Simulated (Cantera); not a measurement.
Thermodynamics of carbon deposition, reforming and gasification, feed C2H4 + H2O

A closed system holds: 1 mol C2H4, 0.033 mol H2O, held at 2450 K.

Method: chemical equilibrium by Gibbs-energy minimisation in Cantera with the NASA 1993 tables (ideal gas, pure condensed phases). Candidate condensed phases: C, C6H6, C7H8, C8H18, H2O; 110 gas species. The ideal-gas law is rough above about 30 bar. Equilibrium is a limit: real reactors are often held back by kinetics, nucleation or transport.

```
P (Pa)     x H2      x H     x CO     x CH4  x C2H2 (acetylene)  n C(graphite)
--------  -----  -------  -------  --------  ------------------  -------------
10        0.166    0.819  0.00937  4.50e-10             0.00145           1.93
56        0.428    0.556   0.0115   1.67e-8             0.00374           1.94
320       0.686    0.294   0.0136   2.45e-7             0.00598           1.94
1800      0.840    0.137   0.0149   2.07e-6             0.00733           1.93
10000     0.916   0.0608   0.0155   1.37e-5             0.00799           1.93
56000     0.950   0.0262   0.0158   8.23e-5             0.00828           1.93
320000    0.964   0.0110   0.0159  0.000485             0.00841           1.93
1800000   0.968  0.00466   0.0160   0.00275             0.00844           1.93
10000000  0.957  0.00197   0.0162    0.0149             0.00835           1.90
```
x: gas mole fraction; n: condensed amount in mol.

From 10.0 Pa to 100 bar the condensed part is C(graphite). The main C-bearing gas is CO at 10.0 Pa and C2H2 (acetylene) at 100 bar. The share of C in condensed phases is highest at 56.0 Pa (97.0 %) and lowest at 100 bar (94.9 %).
